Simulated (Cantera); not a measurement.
An isothermal, constant-pressure homogeneous reactor starts with 82.0 % NO, 18.0 % N2, at 2125 K and 120 Torr.

Model: GRI-Mech 3.0 (53 species, 325 reactions), integrated in Cantera.

One state of this run: x NO = 0.192; x O2 = 0.312; x N2 = 0.494; x NO2 = 0.000132; x N2O = 1.21e-5. x: mole fraction; the columns are a selection and need not sum to one.

Q: Which value of t (s) does it belong to?
(A) 0.0120
(B) 0.205
(C) 14.5
(D) 0.848

A: D, 0.848
